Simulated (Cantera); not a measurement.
## Thermodynamics of carbothermic reduction, feed Fe2O3 + C + H2

Charge: 1 mol Fe2O3, 1.1 mol C, 0.13 mol H2, equilibrated at 925 K and 0.000140 bar.

These are equilibrium values from Cantera (NASA tables, ideal gas, pure condensed phases), not measurements of a reactor. Candidate condensed phases: C, C6H6, C7H8, C8H18, Fe, Fe(CO)5, FeO, Fe(OH)2, Fe(OH)3, Fe2O3, Fe3O4, H2O; 114 gas species. The tables' stoichiometric FeO is somewhat more stable than real wüstite, so its field is too wide. FeO: taken at fixed stoichiometry. Rates play no part.

x(CO): 0.691
x(CO2): 0.204
x(H2): 0.0922
x(H2O): 0.0134
n(Fe(α)): 0.367 mol
n(FeO(s)): 1.63 mol
gas amount: 1.230 mol
log10 activity of C(graphite) (absent): -3.01
log10 activity of Fe(OH)2(s) (absent): -10.36
log10 activity of Fe(OH)3(s) (absent): -18.31
